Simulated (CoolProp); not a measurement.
Aqueous methanol as a coolant, at -1 °C, 1 atm.

The numbers come from the Melinder's fits for secondary coolants in CoolProp.

| mass % | freezing point (°C) | viscosity (mPa s) | density (kg/m³) | conductivity (W/(m K)) | Prandtl number |
|---|---|---|---|---|---|
| 7.3 | -4.6 | 2.42 | 988.0 | 0.521 | [?] |
| 13.3 | -9.1 | 2.90 | 980.4 | 0.492 | 24.7 |
| 19.4 | -14.5 | 3.33 | 973.4 | 0.464 | 29.3 |
| 25.4 | -20.5 | 3.64 | 966.4 | 0.437 | 33.0 |
| 31.4 | -27.4 | [?] | 958.8 | 0.410 | 35.6 |
| 37.4 | -35.1 | 3.82 | 950.2 | 0.386 | 36.8 |
| 43.5 | -43.9 | 3.70 | 940.6 | 0.362 | [?] |

Some entries are withheld; supply them.


- 7.3, Prandtl number: 19.8
- 31.4, viscosity (mPa s): 3.81
- 43.5, Prandtl number: 36.6
